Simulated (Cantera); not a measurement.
Feed: 1 mol H₂S, 1.9 mol H₂, at 3398 K and 700000 Pa.

Cantera equilibrium calculation (NASA polynomials, part measured and part estimated; ideal gas, pure solids and liquids). Candidate condensed phases: S; 7 gas species. Equilibrium is a limit: real reactors are often held back by kinetics, nucleation or transport.

Base state: H₂ 0.643, H 0.141, SH 0.0795, S 0.0608, S₂ 0.0516, H₂S 0.0244 (mole fractions); condensed: gas only.

Question: What changes in the equilibrium state with this change: temperature from 3398 K to 775 K?

Answer: 
```
species  before    after
-------  ------  -------
H₂        0.643    0.655
H₂S      0.0244    0.345
S₂       0.0516  4.16e-9
H         0.141    <1e-9
SH       0.0795  3.15e-9
S        0.0608    <1e-9
```
